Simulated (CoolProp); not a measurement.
Computed with CoolProp (reference Helmholtz-energy equation of state, Lemmon 2006). It is a short technical equation, of lower accuracy than the large ones.

Question: For carbonyl sulfide, give the phase and the Joule-Thomson coefficient (K/MPa) at 183.25 °C and 8.18 bar; 57.35 °C and 122 bar; 233.05 °C and 16.2 bar.

Answer: 
- 183.25 °C and 8.18 bar: gas; Joule-Thomson coefficient 7.60
- 57.35 °C and 122 bar: liquid; Joule-Thomson coefficient 0.0114
- 233.05 °C and 16.2 bar: gas; Joule-Thomson coefficient 6.10
